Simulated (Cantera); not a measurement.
Feed: 1 mol SiH2Cl2, 0.77 mol O2, 190 mol N2, at 1498 K and 0.220 bar.

Equilibrium computed with Cantera from the NASA thermochemical tables; the gas is ideal and each condensed phase is pure. Candidate condensed phases: H2O, NH4Cl, Si, SiO2, Si2N2O, Si3N4; 47 gas species. N2 is the only nitrogen source here; it is nearly inert below about 1500 K, so the nitride shown seldom forms there in practice. Mutual solubility and eutectic melting of coexisting phases are not modelled. The tables' values for SiCl3 are old estimates; treat these amounts as uncertain. The tables hold silica as quartz up to 1696 K and as liquid above; real silica turns to tridymite and cristobalite and melts near 1996 K. Kinetics and transport are ignored.

Base state: N2 0.990, HCl 0.00986, H2 0.000284, SiCl4 8.27e-5, SiCl2 5.40e-5, SiCl3 3.74e-5, Cl 1.73e-5, SiO 1.59e-5 (mole fractions); condensed: SiO2(β-quartz) + Si2N2O(s).

Problem. What changes in the equilibrium state with this change: N2 from 190 to 12 mol?

Solution. 
```json
[
 {"species": "N2", "before": "0.990", "after": "0.859"},
 {"species": "HCl", "before": "0.00986", "after": "0.129"},
 {"species": "H2", "before": "0.000284", "after": "0.00798"},
 {"species": "SiCl4", "before": "8.27e-5", "after": "0.00333"},
 {"species": "SiHCl3", "before": "2.45e-7", "after": "2.13e-5"},
 {"species": "SiCl3", "before": "3.74e-5", "after": "0.000612"},
 {"species": "SiO2(β-quartz), mol", "before": "0.703", "after": "0.713"},
 {"species": "Si2N2O(s), mol", "before": "0.130", "after": "0.113"}
]
```

Problem. What changes in the equilibrium state with this change: pressure from 0.220 bar to 6.60 Pa?

Solution. 
```csv
species,before,after
N2,0.990,0.987
HCl,0.00986,0.00956
SiO,1.59e-5,0.00239
Cl,1.73e-5,0.000827
SiCl4,8.27e-5,<1e-9
SiCl3,3.74e-5,<1e-9
SiCl2,5.40e-5,7.53e-8
H,6.17e-7,4.17e-5
"SiO2(β-quartz), mol",0.703,0.539
"Si2N2O(s), mol",0.130,0
```
